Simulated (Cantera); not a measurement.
Standard-state values (1 bar) from the NASA 1993 polynomials, evaluated with Cantera. Values are per mole of reaction as written; species without (g) are pure solids or liquids, kept so even where they would boil at 1 bar.

2 Ba(OH)₂ = H₂O₂(g) + 2 H(g) + 2 BaO

```json
[
 {"T (K)": "2475", "ΔH° (kJ)": "(withheld)", "ΔS° (J/K)": "(withheld)", "ΔG° (kJ)": "(withheld)", "log10 K": "(withheld)"},
 {"T (K)": "2525", "ΔH° (kJ)": "(withheld)", "ΔS° (J/K)": "(withheld)", "ΔG° (kJ)": "(withheld)", "log10 K": "(withheld)"},
 {"T (K)": "2575", "ΔH° (kJ)": "(withheld)", "ΔS° (J/K)": "(withheld)", "ΔG° (kJ)": "(withheld)", "log10 K": "(withheld)"},
 {"T (K)": "2625", "ΔH° (kJ)": "(withheld)", "ΔS° (J/K)": "(withheld)", "ΔG° (kJ)": "(withheld)", "log10 K": "(withheld)"},
 {"T (K)": "2675", "ΔH° (kJ)": "1070.8", "ΔS° (J/K)": "292.3", "ΔG° (kJ)": "288.9", "log10 K": "-5.64"}
]
```

Task: Fill in the missing entries.

Result: 
- 2475, ΔH° (kJ): 1076.7
- 2475, ΔS° (J/K): 294.6
- 2475, ΔG° (kJ): 347.6
- 2475, log10 K: -7.34
- 2525, ΔH° (kJ): 1075.2
- 2525, ΔS° (J/K): 294.0
- 2525, ΔG° (kJ): 332.9
- 2525, log10 K: -6.89
- 2575, ΔH° (kJ): 1073.8
- 2575, ΔS° (J/K): 293.4
- 2575, ΔG° (kJ): 318.2
- 2575, log10 K: -6.46
- 2625, ΔH° (kJ): 1072.3
- 2625, ΔS° (J/K): 292.9
- 2625, ΔG° (kJ): 303.6
- 2625, log10 K: -6.04
